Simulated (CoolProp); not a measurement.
Model: reference Helmholtz-energy equation of state, Leachman 2009, in CoolProp.

Give the vapour pressure (MPa), vapour density (kg/m³), liquid cp (kJ/(kg K)), liquid viscosity (µPa s) of saturated normal hydrogen at 24, 28.3 K.


```
T (K)  p (MPa)  vapour density (kg/m³)  liquid cp (kJ/(kg K))  liquid viscosity (µPa s)
-----  -------  ----------------------  ---------------------  ------------------------
24       0.258                    3.16                   12.3                      10.2
28.3     0.605                    7.47                   18.7                      7.38
```

Viscosity comes from a separate model (Muzny 2013).
